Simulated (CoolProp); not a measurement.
Vapour-liquid equilibrium of carbon dioxide (1) + hydrogen sulfide (2) at 1070 kPa; x and y are mole fractions of (1).

The numbers come from the multi-fluid Helmholtz-energy mixture model, Span 1996 and Lemmon 2006; pair parameters Kunz 2012 in CoolProp.

| x | bubble temperature (°C) | y at the bubble point | dew temperature at overall composition x (°C) | liquid density (mol/L) |
|---|---|---|---|---|
| 0.05 | -7.0 | 0.236 | -0.4 | 24.88 |
| 0.125 | -15.9 | 0.450 | -3.0 | 25.35 |
| 0.2 | -21.7 | 0.572 | -5.7 | 25.54 |
| 0.275 | -25.7 | 0.649 | -8.5 | 25.54 |
| 0.35 | -28.6 | 0.700 | -11.6 | 25.40 |
| 0.425 | -30.6 | 0.738 | -14.8 | 25.18 |
| 0.5 | -32.2 | 0.769 | -18.2 | 24.93 |
| 0.575 | -33.5 | 0.796 | -21.9 | 24.68 |
| 0.65 | -34.6 | 0.822 | -25.8 | 24.48 |
| 0.725 | -35.6 | 0.849 | -29.9 | 24.35 |
| 0.8 | -36.5 | 0.880 | -33.7 | 24.35 |
| 0.875 | -37.3 | 0.917 | -36.3 | 24.50 |
| 0.95 | -37.9 | 0.962 | -37.8 | 24.85 |

No azeotrope shows between x = 0.05 and 0.95.

Pair parameters are fitted to limited data, so mixtures are less certain than the pure fluids.
